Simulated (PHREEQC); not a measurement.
Dissolve 0.048 mol/kgw HF, 0.00031 mol/kgw (NH4)2SiF6, 0.063 mol/kgw H3PO4 and 3.8e-05 mol/kgw H2SO4 at 20 °C. Closed to the air; pH follows from the charge balance.

Model: ion-association model, phreeqc.dat, run in PHREEQC.

Precipitation was switched off in this run.

### Question
What pH does the model give?

### Answer
pH 1.72.

### Question
In which forms is F present?

### Answer
HF 91 %, F- 4.0 %, SiF6-2 3.7 %, HF2- 1.4 % of the F.

SiF6-2 is the database's only silicon fluoride.
